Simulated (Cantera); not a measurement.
A closed system holds: 1 mol BF3, 25 mol NH3, held at 1075 K and 10.0 Torr.

Method: chemical equilibrium by Gibbs-energy minimisation in Cantera with the NASA 1993 tables (ideal gas, pure condensed phases). Candidate condensed phases: B, BN; 31 gas species. Equilibrium is a limit: real reactors are often held back by kinetics, nucleation or transport.

Problem. What is the equilibrium state?

Solution. 
| Property | Result |
|---|---|
| x(H2) | 0.731 |
| x(N2) | 0.244 |
| x(BF3) | 0.0166 |
| x(HF) | 0.00891 |
| x(BHF2) | 2.13e-5 |
| x(NH3) | 1.50e-6 |
| n(BN(s)) | 0.151 mol |
| gas amount | 51.00 mol |
| log10 activity of B(s) (absent) | -6.34 |
